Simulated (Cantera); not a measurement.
Feed: 1 mol SiH₂Cl₂, a varied amount of N₂, equilibrated at 1.30 mbar.

These are equilibrium values from Cantera (NASA tables, ideal gas, pure condensed phases), not measurements of a reactor. Candidate condensed phases: NH₄Cl, Si, Si₃N₄; 28 gas species. N₂ is the only nitrogen source here; it is nearly inert below about 1500 K, so the nitride shown seldom forms there in practice. Mutual solubility and eutectic melting of coexisting phases are not modelled. The tables' values for SiCl₃ are old estimates. Kinetics and transport are ignored.

Stable condensed phases, one row left out:

```
T in °C \ n(N₂) in mol
          0.4 0.62 0.98  1.5  2.4  3.8  5.9  9.3
   1627     A    A    A    A    A    A    A    A
   1552     A    A    A    A    A    A    A    A
   1477     A    A    A    A    A    A    A    A
   1402     A    A    A    A    A    A    A    B
   1252     B    B    B    B    B    B    B    B
   1177     B    B    B    B    B    B    B    B
   1102     B    B    B    B    B    B    B    B
   1027     B    B    B    B    B    B    B    B
```

A: Si; B: Si₃N₄.

### Question
Give the row for 1327 °C.

### Answer
0.4: Si; 0.62: Si + Si₃N₄; 0.98: Si₃N₄; 1.5: Si₃N₄; 2.4: Si₃N₄; 3.8: Si₃N₄; 5.9: Si₃N₄; 9.3: Si₃N₄.
